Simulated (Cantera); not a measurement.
Input: 1 mol SiO₂, 0.66 mol CH₄, 7.4 mol N₂, at 1748.15 K and 1.33 mbar.

Method: chemical equilibrium by Gibbs-energy minimisation in Cantera with the NASA 1993 tables (ideal gas, pure condensed phases). Candidate condensed phases: C, C₆H₆, C₇H₈, C₈H₁₈, H₂O, Si, SiC, SiO₂, Si₂N₂O, Si₃N₄; 151 gas species. The tables hold silica as quartz up to 1696 K and as liquid above; real silica turns to tridymite and cristobalite and melts near 1996 K. Kinetics and transport are ignored.

Base state: N₂ 0.735, H₂ 0.129, SiO 0.0669, CO 0.0654, H 0.00225, H₂O 0.00112, CO₂ 0.000157 (mole fractions); condensed: SiO₂(condensed).

Q: What changes in the equilibrium state with this change: temperature from 1748.15 K to 1523.15 K?

A: 
```json
[
 {"species": "N₂", "before": "0.735", "after": "0.762"},
 {"species": "H₂", "before": "0.129", "after": "0.138"},
 {"species": "CO", "before": "0.0654", "after": "0.0691"},
 {"species": "SiO", "before": "0.0669", "after": "0.0306"},
 {"species": "H₂O", "before": "0.00112", "after": "1.12e-5"},
 {"species": "CO₂", "before": "0.000157", "after": "2.09e-6"},
 {"species": "H", "before": "0.00225", "after": "0.000236"},
 {"species": "SiO₂(condensed), mol", "before": "0.327", "after": "0"},
 {"species": "SiO₂(β-quartz), mol", "before": "0", "after": "0.463"},
 {"species": "Si₂N₂O(s), mol", "before": "0", "after": "0.123"}
]
```
Mutual solubility and eutectic melting of coexisting phases are not modelled.

Q: What changes in the equilibrium state with this change: pressure from 1.33 mbar to 0.140 bar?

A: 
```json
[
 {"species": "N₂", "before": "0.735", "after": "0.777"},
 {"species": "H₂", "before": "0.129", "after": "0.142"},
 {"species": "CO", "before": "0.0654", "after": "0.0711"},
 {"species": "SiO", "before": "0.0669", "after": "0.00971"},
 {"species": "HCN", "before": "5.45e-9", "after": "1.02e-5"},
 {"species": "CO₂", "before": "0.000157", "after": "1.12e-5"},
 {"species": "H₂O", "before": "0.00112", "after": "8.08e-5"},
 {"species": "H", "before": "0.00225", "after": "0.000230"},
 {"species": "SiO₂(condensed), mol", "before": "0.327", "after": "0.529"},
 {"species": "Si₂N₂O(s), mol", "before": "0", "after": "0.190"}
]
```
Mutual solubility and eutectic melting of coexisting phases are not modelled.
